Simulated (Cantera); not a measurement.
A closed system holds: 1 mol SiHCl3, 1 mol HCl, 63 mol N2, equilibrated at 1673.15 K and 1.00 bar.

These are equilibrium values from Cantera (NASA tables, ideal gas, pure condensed phases), not measurements of a reactor. Candidate condensed phases: NH4Cl, Si, Si3N4; 28 gas species. The tables' values for SiCl3 are old estimates; treat these amounts as uncertain. Equilibrium is a limit: real reactors are often held back by kinetics, nucleation or transport.

Task: What is the equilibrium state?

Result: 
```
Item                                  Result
--------------------------------  ----------
x(N2)                                  0.959
x(HCl)                                0.0246
x(SiCl2)                             0.00765
x(SiCl3)                             0.00321
x(H2)                                0.00292
x(SiCl4)                             0.00280
x(SiHCl3)                            5.98e-5
x(Cl)                                4.05e-5
x(H)                                 6.16e-6
n(Si3N4(s))                       0.0330 mol
gas amount                         65.64 mol
log10 activity of Si(s) (absent)       -1.99
```
